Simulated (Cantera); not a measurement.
## Low-pressure radical oxidation in H2/O2

An isothermal, constant-pressure homogeneous reactor starts with H2 : O2 = 0.0032 : 1 (molar parts), equivalence ratio 0.0016, at 1423 K and 10.00 Torr.

Cantera simulation using GRI-Mech 3.0 (53 species, 325 reactions); the numbers are that mechanism's predictions, not measurements. Radical loss at walls, strong at low pressure, is not modelled.

| t (s) | x H2 | x O2 | x O | x H2O2 | x HO2 |
|---|---|---|---|---|---|
| 0.000900 | 0.00319 | 0.997 | 1.56e-7 | 4.16e-11 | 9.11e-8 |
| 0.00288 | 0.00319 | 0.997 | 2.24e-6 | 2.62e-10 | 2.87e-7 |
| 0.00924 | 0.00154 | 0.995 | 0.00122 | 5.38e-9 | 2.20e-7 |
| 0.0296 | 4.06e-6 | 0.994 | 0.00287 | 2.41e-9 | 1.20e-7 |
| 0.0949 | 3.89e-6 | 0.994 | 0.00275 | 2.37e-9 | 1.17e-7 |
| 0.304 | 3.44e-6 | 0.994 | 0.00242 | 2.24e-9 | 1.10e-7 |
| 0.974 | 2.42e-6 | 0.995 | 0.00168 | 1.88e-9 | 8.96e-8 |
| 3.12 | 1.05e-6 | 0.996 | 0.000716 | 1.16e-9 | 5.49e-8 |
| 10.0 | 2.52e-7 | 0.997 | 0.000168 | 4.18e-10 | 2.47e-8 |
x: mole fraction; the columns are a selection and need not sum to one.

Equilibrium at this temperature and pressure: H2 1.78e-8, O2 0.997, O 1.17e-5, H2O2 4.76e-11, HO2 2.12e-8 (gas phase only).
